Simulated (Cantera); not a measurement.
A Cantera script and what it prints.

```python
import numpy as np
import cantera as ct

gas_names = [...]  # 123 gases of nasa_gas.yaml made of C, H, O, Si
cond_names = """
    C(gr) C6H6(L) C7H8(L) C8H18(L),n-octa H2O(s) H2O(L) Si(cr) Si(L) SiC(b) SiO2(Lqz) SiO2(hqz) SiO2(L)
""".split()


# ... load() reads the species with a 1 bar reference pressure and builds the phases ...
atoms = {
    'SiH4': {'Si': 1, 'H': 4},
    'CO2': {'C': 1, 'O': 2},
}
top_T = {'C(gr)': 4500, 'SiC(b)': 3050}  # K; cautious upper limits of use, not melting points


# ... equilibrate(T, P, feed) seeds the gas with the atoms and calls Mixture.equilibrate('TP', solver="vcs", rtol=1e-11, max_steps=5000) ...
results = []
feed = {'SiH4': 1, 'CO2': 2}  # mol
P = 63000  # Pa
for T in [1075, 1150, 1225, 1300, 1375, 1450, 1525, 1600, 1675, 1750, 1825, 1900, 1975, 2050]:
    mix = equilibrate(T, P, feed)
    results.append((T, P, feed, dict(zip(mix.species_names, mix.species_moles))))

top = {s: max(r[3][s] / sum(r[3][g] for g in gas_names) for r in results) for s in gas_names}
cols = sorted((s for s in top if top[s] > 0.001), key=lambda s: -top[s])[:5]
seen = [c for c in cond_names if any(r[3].get(c, 0) > 1e-12 for r in results)]
print("log10 of partial pressures in bar; condensed amounts in mol")
print(f"{'T/K':>10s}" + "".join(f"{s[:9]:>10s}" for s in cols + seen))
for T, P, feed, n in results:
    ng = sum(n[g] for g in gas_names)
    print(f"{T:10.4g}" + "".join(f"{np.log10(max(n[s] / ng * P / 1e5, 1e-99)):10.3f}" for s in cols)
          + "".join(f"{n.get(c, 0):10.4g}" for c in seen))
```

It prints:

```
log10 of partial pressures in bar; condensed amounts in mol
       T/K        CO        H2       CO2       H2O       SiO     C(gr) SiO2(hqz)   SiO2(L)
      1075    -0.532    -0.510    -1.931    -1.941   -14.856     0.115         1         0
      1150    -0.511    -0.507    -2.426    -2.347   -12.705   0.03735         1         0
      1225    -0.505    -0.505    -2.883    -2.716   -10.809   0.01228         1         0
      1300    -0.503    -0.504    -3.292    -3.047    -9.134  0.004015         1         0
      1375    -0.502    -0.503    -3.657    -3.342    -7.644  0.001157         1         0
      1450    -0.502    -0.502    -3.983    -3.607    -6.312 0.0001297         1         0
      1525    -0.502    -0.502    -4.230    -3.801    -5.159         0         1         0
      1600    -0.502    -0.502    -4.358    -3.880    -4.213         0    0.9996         0
      1675    -0.502    -0.502    -4.202    -3.681    -3.625         0    0.9985         0
      1750    -0.502    -0.503    -3.907    -3.349    -3.249         0         0    0.9964
      1825    -0.503    -0.504    -3.618    -3.026    -2.928         0         0    0.9925
      1900    -0.504    -0.506    -3.351    -2.729    -2.636         0         0    0.9853
      1975    -0.506    -0.510    -3.104    -2.456    -2.368         0         0    0.9726
      2050    -0.509    -0.517    -2.877    -2.207    -2.123         0         0    0.9515
```

Cantera equilibrium calculation (NASA polynomials, part measured and part estimated; ideal gas, pure solids and liquids). The tables hold silica as quartz up to 1696 K and as liquid above; real silica turns to tridymite and cristobalite and melts near 1996 K.
